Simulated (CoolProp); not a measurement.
A single-stage vapour-compression cycle with sulfur hexafluoride: evaporating at 273.15 K (dew point), condensing at 304.15 K (bubble point), superheat 8 K, subcooling 2 K, compressor efficiency 0.7, no pressure losses. Each further row changes one setting.

Values from CoolProp's reference Helmholtz-energy equation of state, Guder 2009.

| case | cooling COP | pressure ratio | discharge temperature (K) | refrigerating effect (kJ/kg) | volumetric capacity (kJ/m³) |
|---|---|---|---|---|---|
| as stated | 4.23 | 2.17 | 316.4 | 57.4 | 5630 |
| evaporating temperature 278.15 K | 5.33 | 1.89 | 315.8 | 59.2 | 6710 |
| condensing temperature 299.15 K | 5.47 | 1.93 | 310.8 | 63.7 | 6250 |
| subcooling 7 K | 4.72 | 2.17 | 316.4 | 64.0 | 6280 |
| superheat 18 K | 4.42 | 2.17 | 325.5 | 65.1 | 5950 |
| compressor efficiency 0.6 | 3.63 | 2.17 | 318.7 | 57.4 | 5630 |
